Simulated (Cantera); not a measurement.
Charge: 1 mol SiHCl3, 0.027 mol HCl, 13 mol N2, at 527 °C and 0.200 bar.

Cantera equilibrium calculation (NASA polynomials, part measured and part estimated; ideal gas, pure solids and liquids). Candidate condensed phases: NH4Cl, Si, Si3N4; 28 gas species. N2 is the only nitrogen source here; it is nearly inert below about 1500 K, so the nitride shown seldom forms there in practice. Kinetics and transport are ignored.

Base state: N2 0.897, HCl 0.0525, SiCl4 0.0403, H2 0.0100 (mole fractions); condensed: Si3N4(s).

Question: What changes in the equilibrium state with this change: temperature from 527 °C to 1350 °C?

Answer: 
```csv
species,before,after
N2,0.897,0.879
HCl,0.0525,0.0571
SiCl2,<1e-9,0.0329
SiCl4,0.0403,0.0113
SiCl3,1.08e-7,0.0126
H2,0.0100,0.00640
Cl,<1e-9,8.69e-5
H,<1e-9,1.24e-5
SiHCl3,6.94e-6,0.000196
"Si3N4(s), mol",0.143,0.0548
```
The tables' values for SiCl3 are old estimates; treat these amounts as uncertain.
